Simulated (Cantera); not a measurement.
Feed: 1 mol SiCl4, 0.24 mol HCl, 900 mol H2, equilibrated at 998.15 K and 34.0 mbar.

Equilibrium computed with Cantera from the NASA thermochemical tables; the gas is ideal and each condensed phase is pure. Candidate condensed phases: Si; 19 gas species. Equilibrium is a limit: real reactors are often held back by kinetics, nucleation or transport.

Base state: H2 0.996, HCl 0.00414, SiHCl3 8.35e-5, SiCl4 5.00e-5, SiCl2 2.91e-5, SiH2Cl2 1.50e-5 (mole fractions); condensed: Si(s).

Problem. What changes in the equilibrium state with this change: H2 from 900 to 8.8 mol?

Solution. 
```tsv
species	before	after
H2	0.996	0.861
SiCl4	5.00e-5	0.0847
HCl	0.00414	0.0394
SiHCl3	8.35e-5	0.0129
SiCl3	7.71e-6	0.00128
SiCl2	2.91e-5	0.000471
Si(s), mol	0.832	0
```
The tables' values for SiCl3 are old estimates; treat these amounts as uncertain.

Problem. What changes in the equilibrium state with this change: pressure from 34.0 mbar to 1.00 bar?

Solution. 
```json
[
 {"species": "H2", "before": "0.996", "after": "0.997"},
 {"species": "HCl", "before": "0.00414", "after": "0.00236"},
 {"species": "SiHCl3", "before": "8.35e-5", "after": "0.000457"},
 {"species": "SiH3Cl", "before": "6.88e-7", "after": "1.16e-5"},
 {"species": "SiH2Cl2", "before": "1.50e-5", "after": "0.000144"},
 {"species": "Si(s), mol", "before": "0.832", "after": "0.291"}
]
```
